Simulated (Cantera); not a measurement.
## Carbon deposition, reforming and gasification: acetone + H₂O + H₂

Input: 1 mol acetone, 2.1 mol H₂O, 1 mol H₂, held at 2898.15 K and 0.0100 bar.

Method: chemical equilibrium by Gibbs-energy minimisation in Cantera with the NASA 1993 tables (ideal gas, pure condensed phases). Candidate condensed phases: C, C₆H₆, C₇H₈, C₈H₁₈, H₂O; 110 gas species. The feed counts by its element totals alone. Rates play no part.

x(H): 0.534
x(CO): 0.240
x(H₂): 0.218
x(O): 0.00299
x(H₂O): 0.00263
x(OH): 0.00197
x(CO₂): 0.000402
x(O₂): 1.43e-5
gas amount: 12.48 mol
log10 activity of C(graphite) (absent): -5.68
